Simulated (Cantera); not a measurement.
# Ammonia decomposition in nitride growth gas

An isothermal, constant-pressure homogeneous reactor starts with 87.7 % NH3, 12.3 % H2, at 2400 K and 0.0263 atm.

Model: the gas-phase N/H chemistry of the illustrative SiF4/NH3 mechanism in the Surface Chemkin manual (1991), integrated in Cantera. Walls and surfaces, which speed up NH3 decomposition in real reactors, are not modelled.

| t (s) | x NH3 | x H2 | x NH | x N2H2 | x H | x N2 |
|---|---|---|---|---|---|---|
| 3.00e-6 | 0.877 | 0.123 | 2.39e-9 | 1.12e-10 | 9.69e-6 | <1e-12 |
| 1.86e-5 | 0.877 | 0.123 | 2.22e-7 | 2.20e-8 | 2.19e-5 | 1.06e-9 |
| 0.000115 | 0.874 | 0.124 | 1.59e-5 | 2.08e-6 | 9.47e-5 | 5.71e-6 |
| 0.000711 | 0.854 | 0.135 | 0.000145 | 4.19e-5 | 0.000339 | 0.00332 |
| 0.00440 | 0.726 | 0.229 | 0.000162 | 3.42e-5 | 0.000575 | 0.0377 |
| 0.0273 | 0.312 | 0.534 | 0.000144 | 1.06e-5 | 0.00159 | 0.149 |
| 0.169 | 0.00482 | 0.755 | 4.09e-5 | 1.19e-7 | 0.00884 | 0.231 |
| 1.04 | 1.74e-7 | 0.697 | 1.41e-7 | <1e-12 | 0.0789 | 0.224 |
| 6.46 | 8.50e-8 | 0.694 | 7.41e-8 | <1e-12 | 0.0817 | 0.224 |
| 40.0 | 8.50e-8 | 0.694 | 7.41e-8 | <1e-12 | 0.0817 | 0.224 |
x: mole fraction; the columns are a selection and need not sum to one.

Equilibrium at this temperature and pressure: NH3 8.50e-8, H2 0.694, NH 7.41e-8, N2H2 <1e-12, H 0.0817, N2 0.224 (gas phase only).
